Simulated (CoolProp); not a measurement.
CH2F2 (R32) at 298.15 K and 0.0945 MPa is compressed adiabatically to 0.275 MPa with isentropic efficiency 0.9. Each further row changes one setting.

Model: reference Helmholtz-energy equation of state, Tillner-Roth 1997, in CoolProp.

```json
[
 {"case": "as stated", "work (kJ/kg)": "61.8", "final temperature (K)": "369.7", "final density (kg/m³)": "4.73"},
 {"case": "efficiency 1", "work (kJ/kg)": "55.6", "final temperature (K)": "363.3", "final density (kg/m³)": "4.82"},
 {"case": "efficiency 0.65", "work (kJ/kg)": "85.5", "final temperature (K)": "394.0", "final density (kg/m³)": "4.42"}
]
```
